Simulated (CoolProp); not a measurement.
Vapour-liquid equilibrium of R114 (1) + n-heptane (2) at 326.9 K; x and y are mole fractions of (1).

Model: multi-fluid Helmholtz-energy mixture model, Platzer 1990 and Span 2003; pair parameters Bell 2016, in CoolProp. This equation is an older, rougher fit; its heat capacities, sound speeds and derivatives of the liquid may be far off and weren't checked against measurements.

Give the bubble pressure and the first vapour's composition at x = 0.35, 0.65, 0.95. Is there an azeotrope?

x = 0.35: 2.319 bar, y = 0.927; x = 0.65: 3.513 bar, y = 0.966; x = 0.95: 4.692 bar, y = 0.994. No azeotrope shows between x = 0.05 and 0.95.

The pair parameters rest on a limited set of measurements; away from them the model extrapolates.
